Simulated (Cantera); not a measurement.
Charge: 1 mol Si3N4, 0.0052 mol H2O, 3 mol N2, 0.18 mol CO2, at 2000 K and 13300 Pa.

Method: chemical equilibrium by Gibbs-energy minimisation in Cantera with the NASA 1993 tables (ideal gas, pure condensed phases). Mutual solubility and eutectic melting of coexisting phases are not modelled. The tables' values for SiN are old estimates; treat these amounts as uncertain. The numbers say what is thermodynamically allowed, not how fast it happens.

```tsv
species	before	after
N2	0.931	0.960
SiO	0.0514	0.0284
CO	0.0166	0.00922
H2	0.000888	0.00145
Si	0.000327	0.000221
Si2N	3.93e-5	2.75e-5
SiN	2.99e-5	2.19e-5
HCN	2.32e-5	2.64e-5
H	0.000133	0.000141
Si(l), mol	2.63	0
SiC(s), mol	0.0907	0.149
Si2N2O(s), mol	0	0.238
Si3N4(s), mol	0	0.759
```
Gas species are given as mole fractions.

**Question.** What was changed between the two runs?
(A) pressure from 13300 Pa to 101000 Pa
(B) H2O from 0.0052 to 0.033 mol
(C) temperature from 2000 K to 1173.15 K
(D) temperature from 2000 K to 1973.15 K

**Answer.** D, temperature from 2000 K to 1973.15 K
